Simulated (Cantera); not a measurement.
A perfectly stirred reactor is fed with 2.46 % C3H8, 20.5 % O2, 77.0 % N2, equivalence ratio 0.60, at 8.49 atm; it is adiabatic with a 375 K inlet, and is followed from long to short residence time, starting on the burning branch (τ in s: 0.04, 0.019, 0.0089, 0.0042, 0.002, 0.00094, 0.00044, 0.00021, 9.9e-05, 4.7e-05, 2.2e-05).

Cantera simulation using GRI-Mech 3.0 (53 species, 325 reactions); the numbers are that mechanism's predictions, not measurements. GRI-Mech 3.0 was tuned for natural gas; its chemistry of propane as a main component is partial and can be far from experiment.

Task: Predict: blow-out, bracketed by the residence times tried; x(C3H8) at τ = 40.0 ms; x(O2) at τ = 40.0 ms; x(N2O) at τ = 40.0 ms; x(CH4) at τ = 40.0 ms; x(H2O) at τ = 40.0 ms; x(C3H8) at τ = 0.940 ms; x(O2) at τ = 0.940 ms; x(N2O) at τ = 0.940 ms; x(CH4) at τ = 0.940 ms; x(H2O) at τ = 0.940 ms.

Result: 
- blow-out, bracketed by the residence times tried = burning at 0.210 ms, out at 99.0 µs
- x(C3H8) at τ = 40.0 ms = 9.55e-7
- x(O2) at τ = 40.0 ms = 0.0800
- x(N2O) at τ = 40.0 ms = 9.68e-7
- x(CH4) at τ = 40.0 ms = 6.49e-7
- x(H2O) at τ = 40.0 ms = 0.0958
- x(C3H8) at τ = 0.940 ms = 1.69e-5
- x(O2) at τ = 0.940 ms = 0.0815
- x(N2O) at τ = 0.940 ms = 3.13e-6
- x(CH4) at τ = 0.940 ms = 4.53e-6
- x(H2O) at τ = 0.940 ms = 0.0949
